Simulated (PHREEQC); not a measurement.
Solution (25 °C): 0.00024 mol Ca(HCO3)2, 0.0083 mol CO2 and 0.046 mol KCl per kg of water. Closed to the air; pH follows from the charge balance.

The numbers come from PHREEQC with the ion-association model, phreeqc.dat.

No solid was allowed to form.

Q: Estimate the pH, specific conductance.

A: pH 5.04; specific conductance 6070 µS/cm.

Q: In which forms is C present?

A: CO2 94 %, HCO3- 5.6 % of the C.
